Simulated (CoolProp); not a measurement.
A Linde-Hampson liquefier for normal hydrogen: isothermal reversible compression at 290 K from 1 atm to 5 MPa, throttling to 1 atm, return gas leaving the recuperator 0 K below the feed. Each further row changes one setting.

Computed with CoolProp (reference Helmholtz-energy equation of state, Leachman 2009).

```tsv
case	compression work (kJ/kg of gas)
as stated	4700
high pressure 10 MPa	5560
warm-end temperature 320 K	5180
warm-end gap 5 K	4700
```
